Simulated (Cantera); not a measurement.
Cantera run, input and output.

```python
import numpy as np
import cantera as ct

gas = ct.Solution("gri30.yaml")


def delay(T, t_max=10):
    gas.TPX = T, 320000, {'CH4': 1, 'H2': 0.066, 'O2': 1.07, 'N2': 4.02}
    reactor = ct.IdealGasReactor(gas, clone=False)
    net = ct.ReactorNet([reactor])
    net.rtol, net.atol = 1e-8, 1e-16
    while net.time < t_max:
        t_old, T_old = net.time, reactor.T
        net.step()
        if reactor.T > T + 400:  # ignition: a rise of 400 K
            return t_old + (T + 400 - T_old) / (reactor.T - T_old) * (net.time - t_old)
    return np.nan


taus = []
for T in [875, 975, 1075, 1175, 1275, 1375]:
    taus.append(delay(T))
    print(f"T0 = {T:6g} K   tau = {taus[-1]:.4e} s")
```

It prints:

```
T0 =    875 K   tau = 6.0619e-01 s
T0 =    975 K   tau = 9.4586e-02 s
T0 =   1075 K   tau = 3.4323e-02 s
T0 =   1175 K   tau = 1.2618e-02 s
T0 =   1275 K   tau = 4.3794e-03 s
T0 =   1375 K   tau = 1.5245e-03 s
```

Model: GRI-Mech 3.0 (53 species, 325 reactions), integrated in Cantera. Below about 1000 K GRI-Mech 3.0 lacks low-temperature oxidation paths. Below about 950 K walls govern HO2 and H2O2 in real vessels.
